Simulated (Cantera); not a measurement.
**Adiabatic ignition**

An adiabatic, constant-volume homogeneous reactor starts with 10.8 % CH4, 3.36 % CO, 14.6 % O2, 54.9 % N2, 16.3 % H2O, at 1475 K and 16.0 bar.

Model: GRI-Mech 3.0 (53 species, 325 reactions), integrated in Cantera. The pressure lies above the range GRI-Mech 3.0 was tuned for (to about 10 atm).

```tsv
t (s)	T (K)	P (bar)	x CH4	x CO	x O2	x NO2	x HCO	x CH2O	x C2H
5.00e-6	1475	16.0	0.108	0.0336	0.146	<1e-12	2.68e-11	1.93e-6	<1e-12
1.32e-5	1475	16.0	0.108	0.0336	0.146	<1e-12	2.58e-10	1.73e-5	<1e-12
3.46e-5	1476	16.0	0.108	0.0336	0.146	<1e-12	2.16e-9	0.000108	<1e-12
9.10e-5	1482	16.1	0.107	0.0336	0.146	<1e-12	1.20e-8	0.000436	<1e-12
0.000239	1581	17.2	0.0917	0.0368	0.134	1.14e-11	4.67e-7	0.00231	4.19e-11
0.000630	2826	33.0	1.55e-10	0.0876	0.000225	1.23e-7	1.16e-6	8.88e-8	<1e-12
0.00166	2826	33.0	1.55e-10	0.0876	0.000225	1.25e-7	1.16e-6	8.88e-8	<1e-12
0.00436	2826	33.0	1.55e-10	0.0876	0.000225	1.25e-7	1.16e-6	8.88e-8	<1e-12
0.0115	2826	33.0	1.55e-10	0.0876	0.000225	1.25e-7	1.16e-6	8.88e-8	<1e-12
0.0302	2826	33.0	1.55e-10	0.0876	0.000225	1.25e-7	1.16e-6	8.88e-8	<1e-12
0.0794	2826	33.0	1.55e-10	0.0876	0.000225	1.25e-7	1.16e-6	8.88e-8	<1e-12
0.209	2826	33.0	1.55e-10	0.0876	0.000225	1.25e-7	1.16e-6	8.88e-8	<1e-12
0.549	2826	33.0	1.55e-10	0.0876	0.000225	1.25e-7	1.16e-6	8.88e-8	<1e-12
1.44	2826	33.0	1.55e-10	0.0876	0.000225	1.25e-7	1.16e-6	8.88e-8	<1e-12
3.80	2826	33.0	1.55e-10	0.0876	0.000225	1.25e-7	1.16e-6	8.88e-8	<1e-12
10.0	2826	33.0	1.55e-10	0.0876	0.000225	1.25e-7	1.16e-6	8.88e-8	<1e-12
```
x: mole fraction; the columns are a selection and need not sum to one.

```json
{
  "time_of_steepest_temperature_rise": "0.265 ms",
  "temperature at 10.0 s": "2826 K",
  "equilibrium_temperature": "2826 K",
  "x(CH4) at 10.0 s": "1.55e-10 (gas-phase equilibrium 1.75e-10)",
  "x(CO) at 10.0 s": "0.0876 (gas-phase equilibrium 0.0876)",
  "x(O2) at 10.0 s": "0.000225 (gas-phase equilibrium 0.000225)"
}
```
